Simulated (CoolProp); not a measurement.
Values from CoolProp's reference Helmholtz-energy equation of state, Thol 2015.

### Question
For 1,2-dichloroethane, give the phase and the density (kg/m³), fugacity coefficient at 199.65 °C and 193 bar; 113.35 °C and 1.62 bar; 19.75 °C and 1.87 bar.

### Answer
- 199.65 °C and 193 bar: liquid; density 1010, fugacity coefficient 0.0985
- 113.35 °C and 1.62 bar: gas; density 5.18, fugacity coefficient 0.964
- 19.75 °C and 1.87 bar: liquid; density 1250, fugacity coefficient 0.0436
